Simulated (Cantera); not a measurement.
Feed: 1 mol BN, 17 mol HCl, 19 mol N₂, equilibrated at 1100 K and 0.0610 bar.

Equilibrium computed with Cantera from the NASA thermochemical tables; the gas is ideal and each condensed phase is pure. Candidate condensed phases: B, BN, NH₄Cl; 21 gas species. Gases not in the tables: BHCl₂. Equilibrium is a limit: real reactors are often held back by kinetics, nucleation or transport.

Base state: N₂ 0.529, HCl 0.464, H₂ 0.00421, BCl₃ 0.00280 (mole fractions); condensed: BN(s).

Question: What changes in the equilibrium state with this change: BN replaced by Si₃N₄?

Answer: 
```tsv
species	before	after
N₂	0.529	0.573
HCl	0.464	0.267
H₂	0.00421	0.107
SiCl₄	0	0.0531
BCl₃	0.00280	0
SiHCl₃	0	0.000314
SiCl₃	0	0.000217
BN(s), mol	0.899	0
Si₃N₄(s), mol	0	0.368
```
The tables' values for SiCl₃ are old estimates; treat these amounts as uncertain. Further candidate phases: Si, Si₃N₄.

Question: What changes in the equilibrium state with this change: BN replaced by AlN?

Answer: 
```
species      before   after
----------  -------  ------
N₂            0.529   0.542
HCl           0.464   0.389
H₂          0.00421  0.0417
AlCl₃             0  0.0278
BCl₃        0.00280       0
BN(s), mol    0.899       0
```
Further candidate phases: Al, AlCl₃, AlN.

Question: What changes in the equilibrium state with this change: HCl from 17 to 2.6 mol?

Answer: 
```
species      before     after
----------  -------  --------
N₂            0.529     0.880
HCl           0.464     0.119
H₂          0.00421  0.000742
BCl₃        0.00280  0.000495
BN(s), mol    0.899     0.989
```
